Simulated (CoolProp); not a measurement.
C3F8 (R218) along the isotherm 371.9 K: density (kg/m³) from the reference equation and from simpler models built on Tc = 345.0 K, pc = 2.640 MPa, ω = 0.317; each cubic takes its own stable root.

The numbers come from the reference Helmholtz-energy equation of state, Lemmon 2006 in CoolProp. It is a short technical equation, of lower accuracy than the large ones.

```csv
p (MPa),phase,reference,ideal gas,van der Waals,Redlich-Kwong,Peng-Robinson
0.0125,gas,0.7610,0.7601,0.7610,0.7611,0.7611
0.0285,gas,1.738,1.733,1.738,1.738,1.739
0.0649,gas,3.971,3.946,3.971,3.973,3.975
0.148,gas,9.128,8.999,9.127,9.141,9.152
0.336,gas,21.12,?,21.11,21.18,?
0.765,gas,50.40,?,?,?,?
1.74,gas,131.0,105.8,?,132.9,134.2
3.96,supercritical,?,240.8,589.7,575.1,527.6
```

Q: Some entries are withheld; supply them.

A: 
- 0.336, ideal gas: 20.43
- 0.336, Peng-Robinson: 21.24
- 0.765, ideal gas: 46.52
- 0.765, van der Waals: 50.35
- 0.765, Redlich-Kwong: 50.73
- 0.765, Peng-Robinson: 51.04
- 1.74, van der Waals: 130.9
- 3.96, reference: 540.8
